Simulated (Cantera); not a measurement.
A closed system holds: 1 mol HMDSO, 2.3 mol NO, 0.29 mol H2, held at 2098.15 K and 135 Torr.

Method: chemical equilibrium by Gibbs-energy minimisation in Cantera with the NASA 1993 tables (ideal gas, pure condensed phases). Candidate condensed phases: C, C6H6, C7H8, C8H18, H2O, Si, SiC, SiO2, Si2N2O, Si3N4; 151 gas species. The feed counts by its element totals alone. Rates play no part.

Base state: H2 0.667, CO 0.237, N2 0.0808, H 0.00593, HCN 0.00495, SiO 0.00274, C2H2 (acetylene) 0.000954, HNC 0.000333 (mole fractions); condensed: C(graphite) + SiC(s).

Task: What changes in the equilibrium state with this change: HMDSO replaced by Si2H6?

Result: 
```
species             before  after
----------------  --------  -----
H2                   0.667  0.527
SiO                0.00274  0.278
N2                  0.0808  0.186
CO                   0.237      0
HCN                0.00495      0
C2H2 (acetylene)  0.000954      0
HNC               0.000333      0
C(graphite), mol     0.677      0
SiC(s), mol           1.96      0
SiO2(l), mol             0  0.280
```
The tables hold silica as quartz up to 1696 K and as liquid above; real silica turns to tridymite and cristobalite and melts near 1996 K.
